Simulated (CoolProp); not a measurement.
Model: reference Helmholtz-energy equation of state, Zhou 2012, in CoolProp.

Question: For o-xylene, give the phase and the speed of sound (m/s), Prandtl number at 218.45 °C and 1.01 bar.

Answer: 
- 218.45 °C and 1.01 bar: gas; speed of sound 196, Prandtl number 0.666

Viscosity comes from a separate model (Cao 2016). Thermal conductivity comes from a separate model (Mylona 2014).
